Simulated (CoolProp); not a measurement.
The numbers come from the reference Helmholtz-energy equation of state, Lemmon 2003 in CoolProp. It is a pseudo-pure fit of the blend.

### Question
For R404A, give the phase and the cv (kJ/(kg K)), Joule-Thomson coefficient (K/MPa) at 36.55 °C and 1.01 bar; 155.45 °C and 1.01 bar; 179.25 °C and 1.01 bar.

### Answer
- 36.55 °C and 1.01 bar: gas; cv 0.804, Joule-Thomson coefficient 15.3
- 155.45 °C and 1.01 bar: gas; cv 0.993, Joule-Thomson coefficient 5.70
- 179.25 °C and 1.01 bar: gas; cv 1.03, Joule-Thomson coefficient 4.91
